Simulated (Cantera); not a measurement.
An isothermal, constant-pressure homogeneous reactor starts with 13.8 % H2, 86.2 % O2, at 1098 K and 20.0 Torr.

Model: the H2/O2 subset of GRI-Mech 3.0, which has no nitrogen chemistry, integrated in Cantera. Radical loss at walls, strong at low pressure, is not modelled. The temperature is held fixed by assumption; the heat of reaction is taken as removed at once.

x: mole fraction; the columns are a selection and need not sum to one.

```
t (s)        x H2   x O2       x O    x H2O2     x H2O     x HO2
--------  -------  -----  --------  --------  --------  --------
8.00e-6     0.138  0.862  1.91e-11    <1e-12  3.39e-12  2.12e-10
2.56e-5     0.138  0.862  1.70e-10    <1e-12  8.58e-11  6.80e-10
8.21e-5     0.138  0.862   1.55e-9    <1e-12   1.89e-9   2.20e-9
0.000263    0.138  0.862   4.50e-8  8.20e-12   9.52e-8   7.92e-9
0.000843    0.136  0.861  0.000527   7.32e-9   0.00120   6.49e-6
0.00270   0.00398  0.812    0.0319   5.39e-7     0.126   1.91e-5
0.00865         ?  0.845         ?         ?     0.145         ?
0.0277    6.12e-5  0.851  0.000478   3.45e-7     0.148   4.18e-6
0.0888    5.89e-6  0.852   5.05e-5   1.27e-7     0.148   7.56e-7
0.285     8.52e-7  0.852   8.14e-6   4.25e-8     0.148   1.47e-7
0.912     1.71e-7  0.852   1.75e-6   1.41e-8     0.148   3.48e-8
2.92            ?  0.852         ?         ?     0.148         ?
9.36      1.14e-8  0.852   1.24e-7   1.50e-9     0.148   4.35e-9
30.0      3.45e-9  0.852   3.81e-8  5.06e-10     0.148   3.94e-9
```

**Question.** Fill in the missing entries.

**Answer.** 
- 0.00865, x H2: 0.000728
- 0.00865, x O: 0.00563
- 0.00865, x H2O2: 6.01e-7
- 0.00865, x HO2: 1.40e-5
- 2.92, x H2: 4.16e-8
- 2.92, x O: 4.45e-7
- 2.92, x H2O2: 4.61e-9
- 2.92, x HO2: 1.00e-8
